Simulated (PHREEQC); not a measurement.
Solution (25 °C): 0.081 mol LiNO3 per kg of water. Closed to the air; pH follows from the charge balance.

The numbers come from PHREEQC with the ion-association model, phreeqc.dat.

Each row changes one thing in this solution. No solid was allowed to form.

```tsv
case	pH	ionic strength (mol/kgw)
as made	6.98	0.0810
LiNO3 from 0.081 to 0.0891 mol/kgw	6.98	0.0891
LiNO3 from 0.081 to 0.0405 mol/kgw	6.99	0.0405
LiNO3 from 0.081 to 0.81 mol/kgw	6.95	0.810
LiNO3 from 0.081 to 0.121 mol/kgw	6.98	0.121
LiNO3 from 0.081 to 0.0081 mol/kgw	7.00	0.00810
0.026 mol/kgw Na2CO3 added	11.06	0.146
```

The ionic strength passes 0.7 mol/kgw, the rough limit of the ion-association models, in LiNO3 from 0.081 to 0.81 mol/kgw.
